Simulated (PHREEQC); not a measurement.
Synthetic water in mmol/kgw, 20 °C, pH 3.54, pe 9.7: Na 11.7; K 0.186; Ca 13.8; Mg 1.28; Cl 12.8; S(6) 14.1; Cd 0.931; Li 0.00551; Ni 0.632.

Cl is adjusted to close the charge balance.
Valence states are taken as typed.

Model: ion-association model, wateq4f.dat, run in PHREEQC.

Each row changes one thing in this solution. This is a speciation only: nothing precipitates in the calculation.

```json
[
 {"case": "as made", "ionic strength (mol/kgw)": "0.0575", "Ca+2 (mol/kgw)": "0.0102", "SO4-2 (mol/kgw)": "0.00932", "CaSO4 (mol/kgw)": "0.00364", "Mg+2 (mol/kgw)": "0.000916", "Ni+2 (mol/kgw)": "0.000466", "SI of Gypsum (CaSO4:2H2O)": "-0.13", "SI of Epsomite (MgSO4:7H2O)": "-3.57"},
 {"case": "Mg from 1.28 to 2.56 mmol/kgw", "ionic strength (mol/kgw)": "0.0605", "Ca+2 (mol/kgw)": "0.0103", "SO4-2 (mol/kgw)": "0.00915", "CaSO4 (mol/kgw)": "0.00351", "Mg+2 (mol/kgw)": "0.00186", "Ni+2 (mol/kgw)": "0.000470", "SI of Gypsum (CaSO4:2H2O)": "-0.15", "SI of Epsomite (MgSO4:7H2O)": "-3.29"},
 {"case": "all concentrations times 3 at the same typed pH", "ionic strength (mol/kgw)": "0.157", "Ca+2 (mol/kgw)": "0.0277", "SO4-2 (mol/kgw)": "0.0242", "CaSO4 (mol/kgw)": "0.0137", "Mg+2 (mol/kgw)": "0.00245", "Ni+2 (mol/kgw)": "0.00126", "SI of Gypsum (CaSO4:2H2O)": "+0.45", "SI of Epsomite (MgSO4:7H2O)": "-2.99"},
 {"case": "Li from 0.00551 to 0.0165 mmol/kgw", "ionic strength (mol/kgw)": "0.0575", "Ca+2 (mol/kgw)": "0.0102", "SO4-2 (mol/kgw)": "0.00932", "CaSO4 (mol/kgw)": "0.00364", "Mg+2 (mol/kgw)": "0.000916", "Ni+2 (mol/kgw)": "0.000466", "SI of Gypsum (CaSO4:2H2O)": "-0.13", "SI of Epsomite (MgSO4:7H2O)": "-3.57"}
]
```

Some of these states are supersaturated (in Gypsum, for instance).
